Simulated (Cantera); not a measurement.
A closed system holds: 1 mol AlN, 6.2 mol H2, held at 0.133 bar.

Method: chemical equilibrium by Gibbs-energy minimisation in Cantera with the NASA 1993 tables (ideal gas, pure condensed phases). Candidate condensed phases: Al, AlN; 13 gas species. Equilibrium is a limit: real reactors are often held back by kinetics, nucleation or transport. All values below are at 1850 K.

Base state: H2 0.997, H 0.00147, Al 0.000868, N2 0.000497, AlH 0.000126 (mole fractions); condensed: AlN(s).

What changes in the equilibrium state with this change: AlN replaced by Al2O3?


| species | before | after |
|---|---|---|
| H2 | 0.997 | 0.998 |
| H | 0.00147 | 0.00147 |
| H2O | 0 | 4.76e-5 |
| Al | 0.000868 | 2.12e-5 |
| N2 | 0.000497 | 0 |
| AlH | 0.000126 | 3.09e-6 |
| AlN(s), mol | 0.994 | 0 |
| Al2O3(s), mol | 0 | 1.000 |
Further candidate phases: Al2O3, H2O.
